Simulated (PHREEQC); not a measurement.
Dissolve 0.0029 mol H2S, 0.00083 mol NaCl and 0.039 mol ZnCl2 per kg of water at 25 °C. Closed to the air; pH follows from the charge balance.

Equilibrium calculation in PHREEQC: ion-association model, phreeqc.dat.

```yaml
pH: 2.66
ionic_strength: 0.111 mol/kgw
specific_conductance: 8170 µS/cm
density: 1.002 g/cm³
```

```tsv
species	molality	activity	log γ
Cl-	0.0760	0.0577	-0.120
Zn+2	0.0349	0.0127	-0.439
H+	0.00269	0.00221	-0.086
ZnCl+	0.00259	0.00197	-0.118
Zn(HS)2	0.00135	0.00138	0.011
Na+	0.000830	0.000647	-0.108
H2S	0.000210	0.000216	0.011
ZnCl2	0.000116	0.000119	0.011
ZnCl3-	1.01e-5	7.71e-6	-0.118
ZnCl4-2	6.13e-7	2.23e-7	-0.439
HS-	1.48e-8	1.12e-8	-0.123
ZnOHCl	1.07e-8	1.10e-8	0.011
ZnOH+	8.12e-9	6.30e-9	-0.110
```

This is a speciation only: nothing precipitates in the calculation. Saturation is exceeded, for instance for Sphalerite (slow to form); the values hold only as long as no solid forms.
